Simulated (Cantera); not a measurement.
Input: 1 mol B, 28 mol NH₃, 83 mol N₂, at 1823 K and 0.400 bar.

Method: chemical equilibrium by Gibbs-energy minimisation in Cantera with the NASA 1993 tables (ideal gas, pure condensed phases). Candidate condensed phases: B, BN; 15 gas species. Equilibrium is a limit: real reactors are often held back by kinetics, nucleation or transport.

Base state: N₂ 0.697, H₂ 0.303, H 0.000377 (mole fractions); condensed: BN(s).

What changes in the equilibrium state with this change: B replaced by BCl₃?


| species | before | after |
|---|---|---|
| N₂ | 0.697 | 0.689 |
| H₂ | 0.303 | 0.289 |
| HCl | 0 | 0.0214 |
| Cl | 0 | 2.08e-5 |
| H | 0.000377 | 0.000368 |
| BN(s), mol | 1.000 | 1.000 |
Further candidate phases: NH₄Cl.
